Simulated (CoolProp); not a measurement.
R1233zd(E) at 283.52 K and 0.026 MPa is compressed adiabatically to 0.172 MPa with isentropic efficiency 0.8. Each further row changes one setting.

The numbers come from the reference Helmholtz-energy equation of state, Akasaka 2022 in CoolProp.

| case | work (kJ/kg) | final temperature (K) | final density (kg/m³) |
|---|---|---|---|
| as stated | (withheld) | (withheld) | (withheld) |
| efficiency 1 | (withheld) | (withheld) | (withheld) |
| efficiency 0.65 | (withheld) | (withheld) | 7.90 |

Question: What belongs in the gaps?

Answer: 
- as stated, work (kJ/kg): 45.1
- as stated, final temperature (K): 342.5
- as stated, final density (kg/m³): 8.22
- efficiency 1, work (kJ/kg): 36.1
- efficiency 1, final temperature (K): 332.1
- efficiency 1, final density (kg/m³): 8.51
- efficiency 0.65, work (kJ/kg): 55.5
- efficiency 0.65, final temperature (K): 354.4
